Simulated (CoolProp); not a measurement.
Vapour-liquid equilibrium of m-xylene (1) + o-xylene (2) at 288 K; x and y are mole fractions of (1).

Model: multi-fluid Helmholtz-energy mixture model, Zhou 2012 and Zhou 2012; pair parameters Bell 2016, in CoolProp.

```csv
x,"bubble pressure, mixture model (bar)","bubble pressure, Raoult's law (bar)","y, mixture model","y, Raoult's law"
0.05,(withheld),0.004871,0.061,0.062
0.15,(withheld),0.004996,0.181,0.182
0.25,(withheld),0.005121,0.296,0.296
0.35,0.005241,0.005246,0.406,0.404
0.45,0.005372,0.005371,0.511,0.508
0.55,(withheld),0.005496,0.609,0.606
0.65,(withheld),0.005621,(withheld),0.701
0.75,0.005761,0.005746,0.791,0.791
0.85,0.005884,0.005871,0.876,0.877
0.95,(withheld),0.005996,0.959,0.960
```

### Question
Complete the blanks.

### Answer

- 0.05, bubble pressure, mixture model (bar): 0.004865
- 0.15, bubble pressure, mixture model (bar): 0.004985
- 0.25, bubble pressure, mixture model (bar): 0.005111
- 0.55, bubble pressure, mixture model (bar): 0.005504
- 0.65, bubble pressure, mixture model (bar): 0.005634
- 0.65, y, mixture model: 0.702
- 0.95, bubble pressure, mixture model (bar): 0.006001

The largest gap from Raoult's law is +0.3 % in bubble pressure, at x = 0.75. No azeotrope shows between x = 0.05 and 0.95.

Pair parameters are fitted to limited data, so mixtures are less certain than the pure fluids.
